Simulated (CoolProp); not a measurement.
c-C4F8 (RC318) along the isobar 8.96 MPa: density (kg/m³) from the reference equation and from simpler models built on Tc = 388.4 K, pc = 2.778 MPa, ω = 0.355; each cubic takes its own stable root.

Computed with CoolProp (reference Helmholtz-energy equation of state, Platzer 1990). This equation is an older, rougher fit; its heat capacities, sound speeds and derivatives of the liquid may be far off and weren't checked against measurements.

```csv
T (K),phase,reference
320,liquid,1475
332.9,liquid,1428
345.7,liquid,1379
358.6,liquid,1327
371.4,liquid,1273
384.3,liquid,1214
397.1,supercritical,1151
410,supercritical,1084
422.9,supercritical,1011
435.7,supercritical,935.6
448.6,supercritical,858.7
461.4,supercritical,785.1
474.3,supercritical,717.3
487.1,supercritical,658.4
500,supercritical,607.7
```

**Question.** How far does each simpler model (Redlich-Kwong, Soave-Redlich-Kwong) lie from the reference over these 15 states: mean and median of the absolute difference, and the worst?

**Answer.** 
- Redlich-Kwong: mean 5.8 %, median 6.8 %, worst +8.3 % at 500 K and 8.96 MPa
- Soave-Redlich-Kwong: mean 7.2 %, median 7.5 %, worst -9.4 % at 448.6 K and 8.96 MPa
